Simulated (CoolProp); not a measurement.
A simple Rankine cycle with c-C4F8 (RC318): condensing at 310.15 K, boiler at 1.79 MPa, turbine inlet 368.6 K, turbine efficiency 0.85, pump efficiency 0.8, no recuperator. Each further row changes one setting.

Computed with CoolProp (reference Helmholtz-energy equation of state, Platzer 1990). This equation is an older, rougher fit; its heat capacities, sound speeds and derivatives of the liquid may be far off and weren't checked against measurements.

| case | thermal efficiency (%) | net work (kJ/kg) | heat in (kJ/kg) | turbine exit temperature (K) | volume ratio over the turbine |
|---|---|---|---|---|---|
| as stated | (withheld) | 12.3 | 132 | (withheld) | 5.13 |
| turbine inlet 388.6 K | 9.1 | 14.1 | 155 | 358.1 | 4.60 |
| condensing temperature 302.15 K | 10.5 | 14.8 | 141 | 330.0 | (withheld) |
| boiler pressure 1.25 MPa | 7.3 | 10.3 | 141 | 347.2 | (withheld) |
| turbine efficiency 0.75 | (withheld) | 10.7 | 132 | 336.0 | 5.17 |

Q: Some entries are withheld; supply them.

A: 
- as stated, thermal efficiency (%): 9.3
- as stated, turbine exit temperature (K): 334.2
- condensing temperature 302.15 K, volume ratio over the turbine: 6.58
- boiler pressure 1.25 MPa, volume ratio over the turbine: 3.05
- turbine efficiency 0.75, thermal efficiency (%): 8.1
